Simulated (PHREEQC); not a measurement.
A PHREEQC input (ion-association model, wateq4f.dat):

```
SOLUTION 1
  temp 285.15
  units mg/L
  pH 6.92
  pe -0
  Na 15.7
  K 7.29
  Ca 11
  Mg 9.51
  Cl 32.5
  S(6) 12.3 as SO4
  Alkalinity 63.8 as HCO3
  Br 2.01
  Si 3.65 as SiO2
END
USE solution 1
EQUILIBRIUM_PHASES 1
  Gypsum 0 0
  CO2(g) -2.5 10
END
```

The run finishes without an error or a warning.

Its last state differs from that of the intended input:

```json
[
 {"quantity": "pH", "as run": "7.68", "intended": "7.23"},
 {"quantity": "ionic strength (mol/kgw)", "as run": "0.00171", "intended": "0.00297"},
 {"quantity": "HCO3- (mol/kgw)", "as run": "1.34e-5", "intended": "0.00104"},
 {"quantity": "CO2 (mol/kgw)", "as run": "4.05e-5", "intended": "0.000159"},
 {"quantity": "MgHCO3+ (mol/kgw)", "as run": "5.72e-8", "intended": "3.57e-6"},
 {"quantity": "CaSO4 (mol/kgw)", "as run": "4.42e-7", "intended": "3.55e-6"}
]
```

### Question
One thing in the input isn't as intended. What explains the difference?

### Answer
Several could match; the one computed here: The fault: the temperature typed in kelvin. The line should read `temp 12` where the input has `temp 285.15`.
